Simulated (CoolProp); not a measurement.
Saturation properties of tetrahydrofuran (Tc = 267.0 °C, pc = 5304 kPa, ω = 0.234).

Computed with CoolProp (reference Helmholtz-energy equation of state, Fiedler 2023).

| T (°C) | p (kPa) | liquid density (kg/m³) | vapour density (kg/m³) | enthalpy of vaporisation (kJ/kg) | liquid cp (kJ/(kg K)) |
|---|---|---|---|---|---|
| 12.65 | 12.23 | … | 0.3733 | 454.3 | 1.680 |
| 28.75 | 25.44 | 877.8 | 0.7381 | … | 1.738 |
| 44.95 | 48.69 | … | 1.349 | 431.6 | 1.799 |
| 61.05 | 86.28 | 841.4 | 2.296 | 420.0 | 1.864 |
| 77.15 | 143.8 | 822.6 | 3.696 | 407.9 | … |
| 93.35 | 228.3 | 803.1 | 5.696 | 395.1 | 2.003 |
| 109.45 | 345.9 | 783.1 | 8.426 | 381.6 | 2.077 |
| 125.55 | 504.6 | 762.2 | 12.08 | 367.2 | 2.154 |
| 141.65 | 712.8 | … | … | … | 2.237 |
| 157.85 | 981.2 | 717.1 | 23.18 | 334.4 | 2.329 |
| 173.95 | … | 692.3 | 31.29 | 315.5 | 2.431 |
| 190.05 | 1730 | 665.4 | 41.82 | 294.2 | 2.554 |

Task: Fill in the missing entries.

Result: 
- 12.65, liquid density (kg/m³): 895.4
- 28.75, enthalpy of vaporisation (kJ/kg): 443.1
- 44.95, liquid density (kg/m³): 859.7
- 77.15, liquid cp (kJ/(kg K)): 1.932
- 141.65, liquid density (kg/m³): 740.4
- 141.65, vapour density (kg/m³): 16.89
- 141.65, enthalpy of vaporisation (kJ/kg): 351.6
- 173.95, p (kPa): 1316

It boils at 65.9 °C under 1 atm.
